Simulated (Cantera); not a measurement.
An adiabatic, constant-pressure homogeneous reactor starts with CO : H2 : O2 : N2 = 1 : 0.12 : 1.75 : 6.58 (molar parts), at 1500 K and 130000 Pa. Integrator tolerance rtol = 1e-08.

Model: GRI-Mech 3.0 (53 species, 325 reactions), integrated in Cantera.

What does this change do: constant volume in place of constant pressure?


```csv
quantity,before,after
time of steepest temperature rise,36.5 µs,68.7 µs
temperature at 0.900 s,2320 K,2463 K
equilibrium temperature,2320 K,2463 K
x(CO) at 0.900 s,0.00354 (gas-phase equilibrium 0.00354),0.00636 (gas-phase equilibrium 0.00636)
x(H2) at 0.900 s,7.02e-5 (gas-phase equilibrium 7.02e-5),0.000115 (gas-phase equilibrium 0.000115)
x(O2) at 0.900 s,0.128 (gas-phase equilibrium 0.128),0.126 (gas-phase equilibrium 0.126)
x(NO2) at 0.900 s,1.19e-5 (gas-phase equilibrium 1.19e-5),1.63e-5 (gas-phase equilibrium 1.63e-5)
x(NO) at 0.900 s,0.0123 (gas-phase equilibrium 0.0123),0.0161 (gas-phase equilibrium 0.0161)
```
